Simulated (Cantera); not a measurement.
An isothermal, constant-pressure homogeneous reactor starts with 80.6 % NO, 19.4 % N2, at 2173 K and 16.5 Torr.

Detailed kinetics in Cantera: GRI-Mech 3.0 (53 species, 325 reactions). Radical loss at walls, strong at low pressure, is not modelled.

Question: Predict: x(NO) at 5.00 s; x(O) at 5.00 s; x(N2O) at 5.00 s; x(O2) at 5.00 s; x(N2) at 5.00 s; x(NO2) at 5.00 s.

Answer: 
| Property | Result |
|---|---|
| x(NO) at 5.00 s | 0.0263 (gas-phase equilibrium 0.0140) |
| x(O) at 5.00 s | 0.00954 (gas-phase equilibrium 0.00962) |
| x(N2O) at 5.00 s | 1.89e-7 (gas-phase equilibrium 9.98e-8) |
| x(O2) at 5.00 s | 0.383 (gas-phase equilibrium 0.389) |
| x(N2) at 5.00 s | 0.581 (gas-phase equilibrium 0.587) |
| x(NO2) at 5.00 s | 6.95e-6 (gas-phase equilibrium 3.73e-6) |
